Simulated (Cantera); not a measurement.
An isothermal, constant-pressure homogeneous reactor starts with 6.54 % H2, 93.5 % O2, equivalence ratio 0.035, at 1200 K and 0.0267 bar.

Model: the H2/O2 subset of GRI-Mech 3.0, which has no nitrogen chemistry, integrated in Cantera. Radical loss at walls, strong at low pressure, is not modelled. The temperature is held fixed by assumption; the heat of reaction is taken as removed at once.

One state of this run: x H2 = 3.48e-7; x O2 = 0.932; x H2O = 0.0676; x H = 4.34e-8; x H2O2 = 8.27e-9. x: mole fraction; the columns are a selection and need not sum to one.

Question: Which value of t (s) does it belong to?
A) 0.0306
B) 0.303
C) 0.0962
D) 0.953

Answer: D, 0.953
